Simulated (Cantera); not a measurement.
A closed system holds: 1 mol Al, 0.95 mol H2O, 0.3 mol N2, 0.83 mol Cl2, held at 1.20 bar.

Equilibrium computed with Cantera from the NASA thermochemical tables; the gas is ideal and each condensed phase is pure. Candidate condensed phases: Al, AlCl3, AlN, Al2O3, H2O, NH4Cl; 45 gas species. The numbers say what is thermodynamically allowed, not how fast it happens. All values below are at 1148 K.

Base state: H2 0.353, HCl 0.295, AlCl3 0.192, N2 0.158, Al2Cl6 0.000752, NH3 2.47e-5 (mole fractions); condensed: Al2O3(s).

What changes in the equilibrium state with this change: H2O from 0.95 to 1.9 mol?


| species | before | after |
|---|---|---|
| HCl | 0.295 | 0.548 |
| H2 | 0.353 | 0.221 |
| H2O | 3.74e-6 | 0.132 |
| AlCl3 | 0.192 | 1.85e-7 |
| N2 | 0.158 | 0.0990 |
| Al2Cl6 | 0.000752 | <1e-9 |
| NH3 | 2.47e-5 | 9.67e-6 |
| Al2O3(s), mol | 0.317 | 0.500 |
